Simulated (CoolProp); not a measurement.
A simple Rankine cycle with R236FA: condensing at 308.15 K, boiler at 2.57 MPa, turbine inlet 392.1 K, turbine efficiency 0.8, pump efficiency 0.8, no recuperator. Each further row changes one setting.

Values from CoolProp's reference Helmholtz-energy equation of state, Pan 2012.

| case | thermal efficiency (%) | net work (kJ/kg) | heat in (kJ/kg) | turbine exit temperature (K) | volume ratio over the turbine |
|---|---|---|---|---|---|
| as stated | 11.5 | 21.1 | 183 | 332.5 | 9.32 |
| condensing temperature 300.15 K | 12.6 | 24.4 | 193 | 327.4 | 12.1 |
| boiler pressure 1.8 MPa | 10.1 | 20.2 | 200 | 352.0 | 5.37 |
| turbine efficiency 0.7 | 10.0 | 18.2 | 183 | 335.6 | 9.44 |
